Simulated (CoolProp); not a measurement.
CF4 (R14) along the isobar 18.2 MPa: Z from the reference equation and from simpler models built on Tc = 227.4 K, pc = 3.762 MPa, ω = 0.178; each cubic takes its own stable root.

The numbers come from the reference Helmholtz-energy equation of state, Platzer 1990 in CoolProp. This equation is an older, rougher fit; its heat capacities, sound speeds and derivatives of the liquid may be far off and weren't checked against measurements.

```tsv
T (K)	phase	reference
180.9	liquid	0.7110
210.6	liquid	0.6775
240.4	supercritical	0.6763
270.1	supercritical	0.7097
299.8	supercritical	0.7718
329.5	supercritical	0.8417
359.3	supercritical	0.9031
389	supercritical	0.9515
418.7	supercritical	0.9892
448.5	supercritical	1.018
```

**Question.** How far does each simpler model (van der Waals, Redlich-Kwong, Soave-Redlich-Kwong, Peng-Robinson) lie from the reference over these 10 states: mean and median of the absolute difference, and the worst?

**Answer.** 
- van der Waals: mean 15.7 %, median 8.7 %, worst +39.9 % at 180.9 K and 18.2 MPa
- Redlich-Kwong: mean 3.4 %, median 3.0 %, worst -5.6 % at 448.5 K and 18.2 MPa
- Soave-Redlich-Kwong: mean 3.6 %, median 4.0 %, worst +5.3 % at 299.8 K and 18.2 MPa
- Peng-Robinson: mean 4.0 %, median 2.0 %, worst -10.4 % at 180.9 K and 18.2 MPa
